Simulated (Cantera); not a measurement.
Charge: 1 mol SiHCl₃, 0.62 mol HCl, 12 mol H₂, equilibrated at 1725 K and 39.0 Torr.

Method: chemical equilibrium by Gibbs-energy minimisation in Cantera with the NASA 1993 tables (ideal gas, pure condensed phases). Candidate condensed phases: Si; 19 gas species. The tables' values for SiCl₃, SiCl are old estimates; treat these amounts as uncertain. Gases not in the tables: Si₂H₆ and higher silanes. Kinetics and transport are ignored.

Base state: H₂ 0.816, HCl 0.120, SiCl₂ 0.0613, SiCl₃ 0.00133, H 0.000736, Cl 8.41e-5, SiCl 8.17e-5, SiHCl₃ 7.54e-5 (mole fractions); condensed: Si(l).

Problem. What changes in the equilibrium state with this change: temperature from 1725 K to 1348 K?

Solution. 
| species | before | after |
|---|---|---|
| H₂ | 0.816 | 0.834 |
| HCl | 0.120 | 0.108 |
| SiCl₂ | 0.0613 | 0.0391 |
| Si | 1.95e-5 | 3.62e-9 |
| SiCl | 8.17e-5 | 3.00e-7 |
| Si(l), mol | 0.0806 | 0 |
| Si(s), mol | 0 | 0.159 |
The tables' values for SiCl₃ are old estimates; treat these amounts as uncertain.

Problem. What changes in the equilibrium state with this change: H₂ from 12 to 830 mol?

Solution. 
```json
[
 {"species": "H₂", "before": "0.816", "after": "0.995"},
 {"species": "HCl", "before": "0.120", "after": "0.00422"},
 {"species": "H", "before": "0.000736", "after": "0.000812"},
 {"species": "SiCl₂", "before": "0.0613", "after": "6.16e-5"},
 {"species": "SiCl₄", "before": "5.38e-5", "after": "<1e-9"},
 {"species": "SiCl₃", "before": "0.00133", "after": "4.23e-8"},
 {"species": "SiHCl₃", "before": "7.54e-5", "after": "2.66e-9"},
 {"species": "SiH₂Cl₂", "before": "1.86e-5", "after": "2.28e-8"},
 {"species": "Si(l), mol", "before": "0.0806", "after": "0.910"}
]
```
